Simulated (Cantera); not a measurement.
Mixture: 6.61 % CH4, 1.39 % H2, 19.3 % O2, 72.7 % N2, equivalence ratio 0.72, at 0.987 atm, adiabatic and at constant pressure. Ignition delay is the time to a rise of 400 K.

Model: GRI-Mech 3.0 (53 species, 325 reactions), integrated in Cantera. Below about 1000 K GRI-Mech 3.0 lacks low-temperature oxidation paths. Below about 950 K walls govern HO2 and H2O2 in real vessels.

Question: Predict: delay at 898 K; delay at 998 K; delay at 1098 K; delay at 1198 K; delay at 1298 K; apparent activation energy between 1198 and 1298 K.

Answer: 
```json
{
  "delay at 898 K": "0.456 s",
  "delay at 998 K": "54.4 ms",
  "delay at 1098 K": "18.6 ms",
  "delay at 1198 K": "6.66 ms",
  "delay at 1298 K": "2.46 ms",
  "apparent activation energy between 1198 and 1298 K": "130 kJ/mol"
}
```
